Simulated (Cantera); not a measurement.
A diamond (100) surface in a fixed gas of H2 with x(CH4) = 0.018, x(H) = 0.0017, x(CH3) = 0.0011, 30.0 Torr; coverages are run to steady state.

Detailed kinetics in Cantera: the Harris–Goodwin 1993 mechanism for the reconstructed diamond (100) surface.

θ: site fractions in the mechanism's names (c6HH fully hydrogenated, c6H* and c6*H radical sites, c6** diradical, c6HM methylated).

```csv
T (K),growth (µm/h),θ c6HH,θ c6H*,θ c6*H,θ c6**,θ c6HM
900,…,0.424,0.00633,0.177,0.00226,0.314
950,…,0.427,0.00922,0.219,0.00369,0.261
1000,13.7,0.432,0.0130,0.265,0.00576,0.207
1050,14.6,0.443,0.0179,0.320,0.00875,0.145
1100,…,0.456,0.0241,0.382,0.0128,0.0809
1150,…,0.457,0.0307,0.435,0.0175,0.0354
1200,…,0.443,0.0368,0.470,0.0222,0.0135
1250,4.99,0.423,0.0423,0.493,0.0268,0.00493
1300,4.79,0.404,0.0475,0.507,0.0313,0.00181
1350,4.52,0.388,0.0524,0.516,0.0358,0.000666
1400,…,0.375,0.0571,0.523,0.0404,0.000248
```

Complete the blanks.


- 900, growth (µm/h): 7.92
- 950, growth (µm/h): 10.9
- 1100, growth (µm/h): 12.4
- 1150, growth (µm/h): 8.60
- 1200, growth (µm/h): 6.00
- 1400, growth (µm/h): 3.57
